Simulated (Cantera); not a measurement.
What does this Cantera script print?

```python
import numpy as np
import cantera as ct

gas_names = """
    Fe FeO Fe(OH)2 H HO2 H2 H2O H2O2 H2S H2SO4 O OH O2 O3 S SH SO SO2 SO3 S2 S2O S8
""".split()
cond_names = """
    Fe(a) Fe(c) Fe(d) Fe(L) FeO(s) FeO(L) Fe(OH)2(s) Fe(OH)3(s) FeS(a) FeS(b) FeS(c) FeS(L) FeSO4(s)
    FeS2(s) Fe2O3(s) Fe2S3O12(s) Fe3O4(s) H2O(s) H2O(L) H2SO4(L) S(cr1) S(cr2) S(L)
""".split()


# ... load() reads the species with a 1 bar reference pressure and builds the phases ...
atoms = {
    'FeS': {'Fe': 1, 'S': 1},
    'SO2': {'S': 1, 'O': 2},
    'H2O': {'H': 2, 'O': 1},
    'O2': {'O': 2},
}
top_T = {'FeSO4(s)': 950, 'FeS2(s)': 1010, 'Fe2O3(s)': 1830, 'Fe2S3O12(s)': 1100, 'Fe3O4(s)': 1870}  # K; cautious upper limits of use, not melting points


# ... equilibrate(T, P, feed) seeds the gas with the atoms and calls Mixture.equilibrate('TP', solver="vcs", rtol=1e-11, max_steps=5000) ...
results = []
feed = {'FeS': 1, 'SO2': 0.095, 'H2O': 3, 'O2': 0.7}  # mol
P = 100000  # Pa
for T in [925, 975, 1025, 1075, 1125, 1175, 1225, 1275, 1325, 1375, 1425, 1475, 1525, 1575]:
    mix = equilibrate(T, P, feed)
    results.append((T, P, feed, dict(zip(mix.species_names, mix.species_moles))))
    x = sorted(zip(gas.X, gas.species_names), reverse=True)
    print(f"T = {T:g} K  P = {P:g} Pa  gas = {mix.phase_moles(0):.4g} mol")
    print("   x: " + "  ".join(f"{s} {v:.3e}" for v, s in x if v > 1e-05))
    print("   condensed (mol): " + ("  ".join(f"{mix.phase(i).name} {mix.phase_moles(i):.4g}"
          for i in range(1, mix.n_phases) if mix.phase_moles(i) > 1e-12) or "none"))
```

It prints:

```
T = 925 K  P = 100000 Pa  gas = 3.513 mol
   x: H2O 8.369e-01  SO2 1.421e-01  H2S 1.635e-02  S2 3.507e-03  H2 8.470e-04  S2O 3.287e-04
   condensed (mol): FeS(c) 0.5116  Fe3O4(s) 0.1628
T = 975 K  P = 100000 Pa  gas = 3.514 mol
   x: H2O 8.354e-01  SO2 1.412e-01  H2S 1.701e-02  S2 4.534e-03  H2 1.410e-03  S2O 3.872e-04
   condensed (mol): FeS(c) 0.5044  Fe3O4(s) 0.1652
T = 1025 K  P = 100000 Pa  gas = 3.515 mol
   x: H2O 8.336e-01  SO2 1.403e-01  H2S 1.766e-02  S2 5.722e-03  H2 2.238e-03  S2O 4.490e-04
   condensed (mol): FeS(c) 0.4962  Fe3O4(s) 0.1679
T = 1075 K  P = 100000 Pa  gas = 3.517 mol
   x: H2O 8.313e-01  SO2 1.394e-01  H2S 1.829e-02  S2 7.068e-03  H2 3.409e-03  S2O 5.134e-04  SO 1.980e-05
   condensed (mol): FeS(c) 0.487  Fe3O4(s) 0.171
T = 1125 K  P = 100000 Pa  gas = 3.52 mol
   x: H2O 8.285e-01  SO2 1.384e-01  H2S 1.889e-02  S2 8.565e-03  H2 5.006e-03  S2O 5.798e-04  SO 3.789e-05  SH 1.453e-05
   condensed (mol): FeS(c) 0.4768  Fe3O4(s) 0.1744
T = 1175 K  P = 100000 Pa  gas = 3.523 mol
   x: H2O 8.250e-01  SO2 1.375e-01  H2S 1.945e-02  S2 1.021e-02  H2 7.119e-03  S2O 6.477e-04  SO 6.857e-05  SH 2.655e-05
   condensed (mol): FeS(c) 0.4655  Fe3O4(s) 0.1782
T = 1225 K  P = 100000 Pa  gas = 3.527 mol
   x: H2O 8.208e-01  SO2 1.365e-01  H2S 1.996e-02  S2 1.198e-02  H2 9.836e-03  S2O 7.166e-04  SO 1.182e-04  SH 4.615e-05
   condensed (mol): FeS(c) 0.453  Fe3O4(s) 0.1823
T = 1275 K  P = 100000 Pa  gas = 3.532 mol
   x: H2O 8.158e-01  SO2 1.356e-01  H2S 2.042e-02  S2 1.388e-02  H2 1.324e-02  S2O 7.859e-04  SO 1.951e-04  SH 7.676e-05
   condensed (mol): FeS(c) 0.4393  Fe3O4(s) 0.1869
T = 1325 K  P = 100000 Pa  gas = 3.537 mol
   x: H2O 8.098e-01  SO2 1.348e-01  H2S 2.082e-02  H2 1.742e-02  S2 1.589e-02  S2O 8.555e-04  SO 3.099e-04  SH 1.227e-04
   condensed (mol): FeS(c) 0.4244  Fe3O4(s) 0.1919
T = 1375 K  P = 100000 Pa  gas = 3.613 mol
   x: H2O 7.873e-01  SO2 1.478e-01  H2 2.153e-02  H2S 2.146e-02  S2 2.009e-02  S2O 1.054e-03  SO 5.137e-04  SH 1.961e-04
   condensed (mol): FeO(s) 0.6719  FeS(c) 0.3281
T = 1425 K  P = 100000 Pa  gas = 3.629 mol
   x: H2O 7.741e-01  SO2 1.450e-01  H2 2.821e-02  S2 2.605e-02  H2S 2.425e-02  S2O 1.254e-03  SO 7.879e-04  SH 3.210e-04
   condensed (mol): FeO(s) 0.7213  FeS(c) 0.2787
T = 1475 K  P = 100000 Pa  gas = 3.647 mol
   x: H2O 7.600e-01  SO2 1.422e-01  H2 3.595e-02  S2 3.220e-02  H2S 2.651e-02  S2O 1.440e-03  SO 1.164e-03  SH 4.983e-04
   condensed (mol): FeO(s) 0.7718  FeS(L) 0.2282
T = 1525 K  P = 100000 Pa  gas = 3.663 mol
   x: H2O 7.476e-01  SO2 1.411e-01  H2 4.405e-02  S2 3.624e-02  H2S 2.705e-02  SO 1.652e-03  S2O 1.551e-03  SH 7.136e-04  Fe(OH)2 1.471e-05  S 1.031e-05
   condensed (mol): FeO(s) 0.8063  FeS(L) 0.1936
T = 1575 K  P = 100000 Pa  gas = 3.681 mol
   x: H2O 7.339e-01  SO2 1.400e-01  H2 5.315e-02  S2 4.049e-02  H2S 2.749e-02  SO 2.291e-03  S2O 1.662e-03  SH 9.976e-04  Fe(OH)2 2.258e-05  S 1.876e-05
   condensed (mol): FeO(s) 0.8437  FeS(L) 0.1562
```

Equilibrium computed with Cantera from the NASA thermochemical tables; the gas is ideal and each condensed phase is pure. Metal and sulfide melt together well below either melting point, which pure phases cannot show. Mutual solubility and eutectic melting of coexisting phases are not modelled. The tables' stoichiometric FeO is somewhat more stable than real wüstite, so its field is too wide. FeO, FeS: taken at fixed stoichiometry. Gases not in the tables: S3 to S7.
